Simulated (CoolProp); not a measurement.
Properties of the fluoroketone C6F12O (FK-5-1-12) at several states.

Values from CoolProp's reference Helmholtz-energy equation of state, McLinden 2015.

```tsv
T (K)	p (MPa)	phase	Z	cp (kJ/(kg K))	cv (kJ/(kg K))	isothermal compressibility (1/MPa)	expansivity (1/kK)
259.4	0.464	liquid	0.03964	1.089	0.8737	0.001825	1.611
318.8	0.0298	gas	0.9811	0.8824	0.8532	34.21	3.369
372.1	0.0905	gas	0.9674	0.9367	0.9054	11.43	3.033
```
